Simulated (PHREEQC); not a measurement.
Solution (15 °C): 40 mmol/kgw NaF. Closed to the air; pH follows from the charge balance.

Model: ion-association model, phreeqc.dat, run in PHREEQC.

```json
{
  "pH": "7.97",
  "ionic_strength": "0.0394 mol/kgw",
  "specific_conductance": "2850 µS/cm"
}
```

```json
[
 {"species": "F-", "molality": "0.0394", "activity": "0.0327", "log γ": "-0.081"},
 {"species": "Na+", "molality": "0.0394", "activity": "0.0331", "log γ": "-0.075"},
 {"species": "NaF", "molality": "0.000617", "activity": "0.000622", "log γ": "0.004"},
 {"species": "OH-", "molality": "5.09e-7", "activity": "4.22e-7", "log γ": "-0.081"},
 {"species": "HF", "molality": "4.37e-7", "activity": "4.41e-7", "log γ": "0.004"},
 {"species": "HF2-", "molality": "6.03e-8", "activity": "5.05e-8", "log γ": "-0.077"},
 {"species": "H+", "molality": "1.24e-8", "activity": "1.07e-8", "log γ": "-0.063"}
]
```

This is a speciation only: nothing precipitates in the calculation.
